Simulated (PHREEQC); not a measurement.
Ca(OH)2 is added in steps, without added water, to 1 kg of water holding 0.013 mol/kgw MnSO4, 0.002 mol/kgw CaCl2, 0.00015 mol/kgw H2SO4 and 0.26 mol/kgw NaCl, at 25 °C. No oxygen is let in. The system is closed to CO2. Only these solids could form: Gypsum, Portlandite, Pyrochroite, Halite, Mirabilite.

Base run: PHREEQC, ion-association model, wateq4f.dat. Each further column changes one thing. The table gives pH.

```
Ca(OH)2 added (mol)   base  all activity coefficients set to 1  metal-ligand complexes left out  database phreeqc.dat
-------------------  -----  ----------------------------------  -------------------------------  --------------------
0                     3.72                                3.67                             3.76                  3.72
0.00175               8.92                                8.80                             8.85                  8.92
0.0035                8.96                                8.84                             8.89                  8.96
0.00525               9.00                                8.88                             8.93                  9.00
0.007                 9.06                                8.94                             8.98                  9.06
0.00875               9.13                                9.01                             9.06                  9.13
0.0105                9.24                                9.12                             9.17                  9.24
0.01225               9.47                                9.35                             9.40                  9.47
0.014                11.04                               11.17                            11.03                 11.03
```

 phreeqc.dat and wateq4f.dat share most of their constants, so their agreement is no independent check. Solids allowed in the column 'database phreeqc.dat': Gypsum, Pyrochroite, Halite.
